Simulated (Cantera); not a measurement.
What does this Cantera script print?

```python
import numpy as np
import cantera as ct

gas_names = """
    C CN CO CO2 C2 CCN CNC C2N2 C2O C3 C3O2 C4 C4N2 C5 Cu CuO Cu2 N NCO NO NO2 NO3 N2 N2O O O2 O3
""".split()
cond_names = """
    C(gr) Cu(cr) Cu(L) CuO(s) Cu2O(s) Cu2O(L)
""".split()


# ... load() reads the species with a 1 bar reference pressure and builds the phases ...
atoms = {
    'CuO': {'Cu': 1, 'O': 1},
    'CO': {'C': 1, 'O': 1},
    'N2': {'N': 2},
}
top_T = {'C(gr)': 4500, 'CuO(s)': 1390}  # K; cautious upper limits of use, not melting points


# ... equilibrate(T, P, feed) seeds the gas with the atoms and calls Mixture.equilibrate('TP', solver="vcs", rtol=1e-11, max_steps=5000) ...
results = []
feed = {'CuO': 1, 'CO': 7.9, 'N2': 0.25}  # mol
P = 133.322  # Pa
for T in [1298, 1398, 1498, 1598, 1698, 1798, 1898, 1998, 2098, 2198, 2298, 2398]:
    mix = equilibrate(T, P, feed)
    results.append((T, P, feed, dict(zip(mix.species_names, mix.species_moles))))
    x = sorted(zip(gas.X, gas.species_names), reverse=True)
    print(f"T = {T:g} K  P = {P:g} Pa  gas = {mix.phase_moles(0):.4g} mol")
    print("   x: " + "  ".join(f"{s} {v:.3e}" for v, s in x if v > 0.0001))
    print("   condensed (mol): " + ("  ".join(f"{mix.phase(i).name} {mix.phase_moles(i):.4g}"
          for i in range(1, mix.n_phases) if mix.phase_moles(i) > 1e-12) or "none"))
```

It prints:

```
T = 1298 K  P = 133.322 Pa  gas = 8.151 mol
   x: CO 8.465e-01  CO2 1.227e-01  N2 3.067e-02  Cu 1.129e-04
   condensed (mol): Cu(cr) 0.9991
T = 1398 K  P = 133.322 Pa  gas = 8.158 mol
   x: CO 8.458e-01  CO2 1.226e-01  N2 3.064e-02  Cu 9.731e-04
   condensed (mol): Cu(L) 0.9921
T = 1498 K  P = 133.322 Pa  gas = 8.199 mol
   x: CO 8.416e-01  CO2 1.220e-01  N2 3.049e-02  Cu 5.964e-03
   condensed (mol): Cu(L) 0.9511
T = 1598 K  P = 133.322 Pa  gas = 8.393 mol
   x: CO 8.221e-01  CO2 1.191e-01  N2 2.979e-02  Cu 2.895e-02
   condensed (mol): Cu(L) 0.7566
T = 1698 K  P = 133.322 Pa  gas = 9.149 mol
   x: CO 7.542e-01  CO2 1.093e-01  Cu 1.091e-01  N2 2.733e-02  Cu2 1.227e-04
   condensed (mol): none
T = 1798 K  P = 133.322 Pa  gas = 9.15 mol
   x: CO 7.541e-01  CO2 1.093e-01  Cu 1.092e-01  N2 2.732e-02
   condensed (mol): none
T = 1898 K  P = 133.322 Pa  gas = 9.15 mol
   x: CO 7.541e-01  CO2 1.093e-01  Cu 1.092e-01  N2 2.732e-02
   condensed (mol): none
T = 1998 K  P = 133.322 Pa  gas = 9.151 mol
   x: CO 7.542e-01  Cu 1.092e-01  CO2 1.091e-01  N2 2.731e-02
   condensed (mol): none
T = 2098 K  P = 133.322 Pa  gas = 9.155 mol
   x: CO 7.544e-01  Cu 1.092e-01  CO2 1.085e-01  N2 2.728e-02  O 4.266e-04  O2 1.291e-04
   condensed (mol): none
T = 2198 K  P = 133.322 Pa  gas = 9.171 mol
   x: CO 7.552e-01  Cu 1.090e-01  CO2 1.062e-01  N2 2.720e-02  O 1.674e-03  O2 5.238e-04  NO 1.166e-04
   condensed (mol): none
T = 2298 K  P = 133.322 Pa  gas = 9.218 mol
   x: CO 7.578e-01  Cu 1.085e-01  CO2 9.928e-02  N2 2.699e-02  O 5.539e-03  O2 1.697e-03  NO 2.600e-04
   condensed (mol): none
T = 2398 K  P = 133.322 Pa  gas = 9.328 mol
   x: CO 7.630e-01  Cu 1.072e-01  CO2 8.388e-02  N2 2.656e-02  O 1.484e-02  O2 3.988e-03  NO 4.826e-04
   condensed (mol): none
```

Equilibrium computed with Cantera from the NASA thermochemical tables; the gas is ideal and each condensed phase is pure.
